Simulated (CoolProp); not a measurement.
Octamethylcyclotetrasiloxane (D4) along the isobar 0.546 MPa: fugacity coefficient from the reference equation and from simpler models built on Tc = 586.5 K, pc = 1.347 MPa, ω = 0.598; each cubic takes its own stable root.

Computed with CoolProp (reference Helmholtz-energy equation of state, Thol 2015).

| T (K) | phase | reference |
|---|---|---|
| 297.9 | liquid | 0.0002586 |
| 309.2 | liquid | 0.0005767 |
| 320.5 | liquid | 0.001195 |
| 331.8 | liquid | 0.002319 |
| 343.1 | liquid | 0.004250 |
| 354.4 | liquid | 0.007396 |
| 365.7 | liquid | 0.01229 |
| 377 | liquid | 0.01959 |
| 388.3 | liquid | 0.03007 |
| 399.6 | liquid | 0.04463 |
| 410.9 | liquid | 0.06424 |
| 422.2 | liquid | 0.08991 |
| 433.4 | liquid | 0.1223 |
| 444.7 | liquid | 0.1631 |

Problem. How far does each simpler model (Redlich-Kwong, Peng-Robinson) lie from the reference over these 14 states: mean and median of the absolute difference, and the worst?

Solution. 
- Redlich-Kwong: mean 796.5 %, median 474.2 %, worst +2782.8 % at 297.9 K and 0.546 MPa
- Peng-Robinson: mean 11.0 %, median 6.7 %, worst +36.2 % at 297.9 K and 0.546 MPa
